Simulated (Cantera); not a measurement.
# Si + NF₃ + N₂ + SF₆ (silicon etching in halogen gases)

Charge: 1 mol Si, 0.89 mol NF₃, 16 mol N₂, 1.8 mol SF₆, held at 9.00 mbar.

Cantera equilibrium calculation (NASA polynomials, part measured and part estimated; ideal gas, pure solids and liquids). Candidate condensed phases: S, Si, Si₃N₄; 29 gas species. The tables' values for SF₃, SF₅ are old estimates; treat these amounts as uncertain. Equilibrium is a limit: real reactors are often held back by kinetics, nucleation or transport.

From 925 K to 1475 K nothing is condensed. The main Si-bearing gas is SiF₄ throughout.

```csv
T (K),log p N₂,log p F,log p SF₄,log p SF₆,log p SiF₄
925,-2.11,-8.62,-3.51,-3.27,-3.33
975,-2.11,-7.72,-3.51,-3.27,-3.33
1025,-2.11,-6.91,-3.51,-3.27,-3.33
1075,-2.11,-6.17,-3.51,-3.28,-3.33
1125,-2.11,-5.50,-3.51,-3.28,-3.33
1175,-2.11,-4.90,-3.50,-3.28,-3.33
1225,-2.12,-4.35,-3.48,-3.30,-3.33
1275,-2.12,-3.88,-3.43,-3.34,-3.34
1325,-2.13,-3.50,-3.34,-3.45,-3.35
1375,-2.14,-3.23,-3.24,-3.69,-3.36
1425,-2.16,-3.08,-3.17,-4.14,-3.37
1475,-2.16,-3.01,-3.16,-4.77,-3.38
```
log p: log10 of the partial pressure in bar; nothing condenses.
